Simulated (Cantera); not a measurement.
A closed system holds: 1 mol SiHCl3, 0.45 mol HCl, 47 mol H2, held at 1400 K and 0.100 bar.

Method: chemical equilibrium by Gibbs-energy minimisation in Cantera with the NASA 1993 tables (ideal gas, pure condensed phases). Candidate condensed phases: Si; 19 gas species. The tables' values for SiCl3 are old estimates; treat these amounts as uncertain. Rates play no part.

Base state: H2 0.941, HCl 0.0502, SiCl2 0.00790, SiCl3 0.000643, SiHCl3 0.000295, SiCl4 0.000222, SiH2Cl2 5.88e-5, H 1.49e-5 (mole fractions); condensed: Si(s).

Q: What changes in the equilibrium state with this change: H2 from 47 to 100 mol?

A: 
| species | before | after |
|---|---|---|
| H2 | 0.941 | 0.969 |
| HCl | 0.0502 | 0.0282 |
| SiCl2 | 0.00790 | 0.00243 |
| SiCl4 | 0.000222 | 2.09e-5 |
| SiCl3 | 0.000643 | 0.000109 |
| SiHCl3 | 0.000295 | 5.09e-5 |
| SiH2Cl2 | 5.88e-5 | 1.86e-5 |
| H | 1.49e-5 | 1.51e-5 |
| Si(s), mol | 0.549 | 0.731 |

Q: What changes in the equilibrium state with this change: pressure from 0.100 bar to 0.710 bar?

A: 
```tsv
species	before	after
H2	0.941	0.945
HCl	0.0502	0.0448
SiCl2	0.00790	0.00626
SiH3Cl	3.38e-6	2.15e-5
SiH2Cl2	5.88e-5	0.000332
SiHCl3	0.000295	0.00148
SiCl4	0.000222	0.000990
Si(s), mol	0.549	0.493
```
